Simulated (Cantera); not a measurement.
Cantera run:

```python
import numpy as np
import cantera as ct

gas_names = """
    F F2 H HF H2 H2F2 H3F3 H4F4 H5F5 H6F6 H7F7 N NF NF2 NF3 NH NH2 NH3 N2 N2H2 N2H4 Si SiF SiF2 SiF3
    SiF4 SiH SiHF3 SiH2 SiH2F2 SiH3 SiH3F SiH4 SiN Si2 Si2N Si3
""".split()
cond_names = """
    Si(cr) Si(L) Si3N4(a)
""".split()


# ... load() reads the species with a 1 bar reference pressure and builds the phases ...
atoms = {
    'SiF4': {'Si': 1, 'F': 4},
    'NH3': {'N': 1, 'H': 3},
    'H2': {'H': 2},
    'N2': {'N': 2},
}
top_T = {'Si3N4(a)': 2400}  # K; cautious upper limits of use, not melting points


# ... equilibrate(T, P, feed) seeds the gas with the atoms and calls Mixture.equilibrate('TP', solver="vcs", rtol=1e-11, max_steps=5000) ...
results = []
T = 1125  # K
P = 100000  # Pa
for m in [0.45, 0.96, 1.5, 2, 2.5, 3, 3.5, 4, 4.5, 5]:
    feed = {'SiF4': 1, 'NH3': m, 'H2': 0.23, 'N2': 0.39}  # mol
    mix = equilibrate(T, P, feed)
    results.append((T, P, feed, dict(zip(mix.species_names, mix.species_moles))))

top = {s: max(r[3][s] / sum(r[3][g] for g in gas_names) for r in results) for s in gas_names}
cols = sorted((s for s in top if top[s] > 0.0001), key=lambda s: -top[s])[:8]
seen = [c for c in cond_names if any(r[3].get(c, 0) > 1e-12 for r in results)]
print("log10 of partial pressures in bar; condensed amounts in mol")
print(f"{'n(NH3)':>10s}" + "".join(f"{s[:9]:>10s}" for s in cols + seen))
for T, P, feed, n in results:
    ng = sum(n[g] for g in gas_names)
    print(f"{feed['NH3']:10.4g}" + "".join(f"{np.log10(max(n[s] / ng * P / 1e5, 1e-99)):10.3f}" for s in cols)
          + "".join(f"{n.get(c, 0):10.4g}" for c in seen))
```

It prints:

```
log10 of partial pressures in bar; condensed amounts in mol
    n(NH3)        H2      SiF4        N2        HF     SiHF3  Si3N4(a)
      0.45    -0.446    -0.403    -0.613    -2.852    -2.874         0
      0.96    -0.328    -0.551    -0.610    -2.867    -2.888         0
       1.5    -0.271    -0.667    -0.608    -2.887    -2.928 2.318e-05
         2    -0.241    -0.753    -0.607    -2.894    -2.977 8.203e-05
       2.5    -0.222    -0.824    -0.606    -2.902    -3.021 0.0001425
         3    -0.208    -0.885    -0.606    -2.910    -3.060 0.0002036
       3.5    -0.197    -0.939    -0.605    -2.918    -3.095 0.0002648
         4    -0.189    -0.987    -0.605    -2.926    -3.127 0.0003259
       4.5    -0.183    -1.030    -0.605    -2.933    -3.156 0.0003866
         5    -0.178    -1.069    -0.604    -2.941    -3.183 0.0004469
```

Equilibrium computed with Cantera from the NASA thermochemical tables; the gas is ideal and each condensed phase is pure. The tables' values for SiF3 are old estimates; treat these amounts as uncertain.
